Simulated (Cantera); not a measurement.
Charge: 1 mol BN, 28 mol H₂O, equilibrated at 2123 K and 3.90 Pa.

Equilibrium computed with Cantera from the NASA thermochemical tables; the gas is ideal and each condensed phase is pure. Candidate condensed phases: B, BN, B₂O₃, B₃O₃H₃, H₂O; 39 gas species. Kinetics and transport are ignored.

Base state: H₂O 0.373, H 0.229, H₂ 0.159, O 0.0676, O₂ 0.0672, OH 0.0663, HBO₂ 0.0190, N₂ 0.0119 (mole fractions); condensed: gas only.

**Question.** What changes in the equilibrium state with this change: H₂O from 28 to 2 mol?

**Answer.** 
```
species    before     after
-------  --------  --------
H           0.229     0.288
H₂          0.159     0.251
N₂         0.0119     0.134
H₂O         0.373    0.0697
HBO₂       0.0190     0.127
B₂O₃     0.000121    0.0291
O₂         0.0672  0.000946
BO        0.00126    0.0566
O          0.0676   0.00802
OH         0.0663   0.00987
BO₂       0.00407    0.0217
B₂O₂      6.54e-8  0.000132
HBO       6.75e-5   0.00381
```
